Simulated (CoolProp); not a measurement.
Saturation properties of CH2F2 (R32) (Tc = 78.1 °C, pc = 5783 kPa, ω = 0.277).

Computed with CoolProp (reference Helmholtz-energy equation of state, Tillner-Roth 1997).

```csv
T (°C),p (kPa),liquid density (kg/m³),enthalpy of vaporisation (kJ/kg),liquid viscosity (µPa s),vapour viscosity (µPa s)
-11.95,544.2,1095,333.0,177,11.7
-6.65,653.4,1078,325.4,166,12.0
-1.25,781.0,1060,317.2,155,12.3
4.15,926.8,1041,308.7,145,12.6
9.45,1089,1022,299.9,136,12.8
14.85,1275,1001,290.4,127,13.2
20.25,1485,980.4,280.3,119,13.5
25.65,1719,958.3,269.6,111,13.8
30.95,1975,935.4,258.3,104,14.2
36.35,2265,910.7,246.0,96.5,14.6
41.75,2586,884.2,232.6,89.9,15.0
47.15,2940,855.5,218.0,83.5,15.6
52.45,3323,824.5,202.0,77.5,16.2
57.85,3751,789.0,183.6,71.4,17.0
```

It boils at -51.7 °C under 1 atm.

Viscosity comes from a separate model (Bell 2016), an estimate that may be off by 10 % or more.
